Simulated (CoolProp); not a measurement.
Vapour-liquid equilibrium of nitrogen (1) + methane (2) at 103.7 K; x and y are mole fractions of (1).

Model: multi-fluid Helmholtz-energy mixture model, Span 2000 and Setzmann 1991; pair parameters Kunz 2012, in CoolProp.

```csv
x,"bubble pressure, mixture model (MPa)","bubble pressure, Raoult's law (MPa)","y, mixture model","y, Raoult's law"
0.05,0.1334,0.09717,0.629,0.513
0.15,0.2717,0.1919,0.824,0.779
0.25,0.3820,0.2866,0.881,0.870
0.35,0.4733,0.3813,0.909,0.915
0.45,0.5526,0.4760,0.927,0.942
0.55,0.6253,0.5708,0.941,0.961
0.65,0.6962,0.6655,0.953,0.974
0.75,0.7698,0.7602,0.965,0.984
0.85,0.8506,0.8549,0.977,0.991
0.95,0.9438,0.9496,0.992,0.997
```

The largest gap from Raoult's law is +41.6 % in bubble pressure, at x = 0.15. No azeotrope shows between x = 0.05 and 0.95.

The pair parameters rest on a limited set of measurements; away from them the model extrapolates. The gap from Raoult's law changes sign with composition, which may be real or a fault of the pair parameters; it wasn't checked against measurements.
